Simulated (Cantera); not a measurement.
Input: 1 mol SiH₂Cl₂, 0.65 mol N₂, 4 mol H₂, held at 902 °C and 0.0473 Torr.

Cantera equilibrium calculation (NASA polynomials, part measured and part estimated; ideal gas, pure solids and liquids). Candidate condensed phases: NH₄Cl, Si, Si₃N₄; 28 gas species. N₂ is the only nitrogen source here; it is nearly inert below about 1500 K, so the nitride shown seldom forms there in practice. The tables' values for SiCl₃ are old estimates; treat these amounts as uncertain. Equilibrium is a limit: real reactors are often held back by kinetics, nucleation or transport.

Base state: H₂ 0.685, HCl 0.282, SiCl₂ 0.0179, N₂ 0.0116, SiCl₃ 0.00179, SiCl₄ 0.00175, SiHCl₃ 0.000100, H 1.28e-5 (mole fractions); condensed: Si₃N₄(s).

Problem. What changes in the equilibrium state with this change: pressure from 0.0473 Torr to 7.50 Torr?

Solution. 
```csv
species,before,after
H₂,0.685,0.699
HCl,0.282,0.280
SiCl₄,0.00175,0.0123
SiCl₂,0.0179,0.000821
N₂,0.0116,0.00708
H,1.28e-5,1.02e-6
SiHCl₃,0.000100,0.000722
"Si₃N₄(s), mol",0.290,0.304
```
